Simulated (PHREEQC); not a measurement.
Solution (20 °C): 2.1 mmol/kgw KH2PO4 and 3.1 mmol/kgw HCl. Closed to the air; pH follows from the charge balance.

Equilibrium calculation in PHREEQC: ion-association model, wateq4f.dat.

| Quantity | Result |
|---|---|
| pH | 2.61 |
| ionic strength | 0.00470 mol/kgw |
| total alkalinity | -3.10 meq/kg |

```tsv
species	molality	activity	log γ
Cl-	0.00310	0.00288	-0.032
H+	0.00260	0.00243	-0.029
K+	0.00210	0.00195	-0.032
H2PO4-	0.00160	0.00149	-0.031
H3PO4	0.000501	0.000502	0.000
HPO4-2	4.92e-8	3.69e-8	-0.125
```

This is a speciation only: nothing precipitates in the calculation. H3PO4, which wateq4f.dat lacks, is added to it with the constant of phreeqc.dat.
